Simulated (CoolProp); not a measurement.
Oxygen along the isotherm 161.9 K: fugacity coefficient from the reference equation and from simpler models built on Tc = 154.6 K, pc = 5.046 MPa, ω = 0.022; each cubic takes its own stable root.

Model: reference Helmholtz-energy equation of state, Schmidt 1985, in CoolProp.

```json
[
 {"p (MPa)": "3.15", "phase": "gas", "reference": "0.8234"},
 {"p (MPa)": "6.31", "phase": "supercritical", "reference": "0.6441"},
 {"p (MPa)": "9.46", "phase": "supercritical", "reference": "0.4891"},
 {"p (MPa)": "12.6", "phase": "supercritical", "reference": "0.4076"},
 {"p (MPa)": "15.8", "phase": "supercritical", "reference": "0.3589"},
 {"p (MPa)": "18.9", "phase": "supercritical", "reference": "0.3288"},
 {"p (MPa)": "22.1", "phase": "supercritical", "reference": "0.3082"},
 {"p (MPa)": "25.2", "phase": "supercritical", "reference": "0.2946"}
]
```

**Question.** How far does each simpler model (van der Waals, Peng-Robinson) lie from the reference over these 8 states: mean and median of the absolute difference, and the worst?

**Answer.** 
- van der Waals: mean 9.6 %, median 9.3 %, worst +19.5 % at 161.9 K and 25.2 MPa
- Peng-Robinson: mean 4.4 %, median 4.3 %, worst -6.1 % at 161.9 K and 25.2 MPa
